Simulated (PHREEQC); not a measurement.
A solution holds 0.14 mol HF, 0.0002 mol NH4HF2 and 0.084 mol (NH4)2SiF6 per kg of water, at 25 °C. Closed to the air; pH follows from the charge balance.

All values are PHREEQC results (ion-association model, phreeqc.dat), not measurements.

```json
{
 "pH": "1.93",
 "ionic_strength": "0.267 mol/kgw",
 "activity_of_water": "0.993",
 "density": "1.006 g/cm³",
 "total_alkalinity": "-476 meq/kg"
}
```

```json
[
 {"species": "NH4+", "molality": "0.168", "activity": "0.110", "log γ": "-0.185"},
 {"species": "HF", "molality": "0.120", "activity": "0.128", "log γ": "0.027"},
 {"species": "SiF6-2", "molality": "0.0840", "activity": "0.0226", "log γ": "-0.570"},
 {"species": "H+", "molality": "0.0151", "activity": "0.0119", "log γ": "-0.104"},
 {"species": "F-", "molality": "0.0105", "activity": "0.00718", "log γ": "-0.165"},
 {"species": "HF2-", "molality": "0.00479", "activity": "0.00353", "log γ": "-0.133"},
 {"species": "NH3", "molality": "4.96e-9", "activity": "5.27e-9", "log γ": "0.027"}
]
```

This is a speciation only: nothing precipitates in the calculation. SiF6-2 is the database's only silicon fluoride.
